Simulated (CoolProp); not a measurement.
Saturated liquid density (kg/m³) of ethanol: the reference equation beside estimates from Tc = 241.6 °C, pc = 6268 kPa, ω = 0.644. Rackett uses Z = 0.29056 − 0.08775 ω.

Model: reference Helmholtz-energy equation of state, Schroeder 2014, in CoolProp.

```tsv
T (°C)	reference	Rackett	van der Waals	Redlich-Kwong	Soave-Redlich-Kwong	Peng-Robinson
-25.15	827.7	960.5	446.8	664.1	700.7	785.7
-16.45	820.3	949.7	442.7	657.3	695.7	780.4
-7.65	812.8	938.6	438.4	650.3	690.4	774.8
1.05	805.4	927.5	434.1	643.1	684.9	769.0
9.85	798.0	916.0	429.6	635.6	679.1	762.9
18.55	790.6	904.6	425.1	628.0	673.1	756.5
27.35	783.0	892.8	420.4	620.0	666.7	749.7
36.05	775.5	881.0	415.7	611.9	660.1	742.7
44.85	767.7	868.9	410.8	603.4	653.0	735.2
53.55	759.9	856.7	405.8	594.7	645.7	727.4
62.35	751.8	844.1	400.6	585.7	638.0	719.1
71.05	743.6	831.4	395.3	576.4	629.9	710.4
```

Absolute difference from the reference over all 12 rows, mean and median: Rackett 14.1 and 14.2 %, van der Waals 46.3 and 46.3 %, Redlich-Kwong 20.9 and 20.7 %, Soave-Redlich-Kwong 15.0 and 15.0 %, Peng-Robinson 4.5 and 4.4 %.
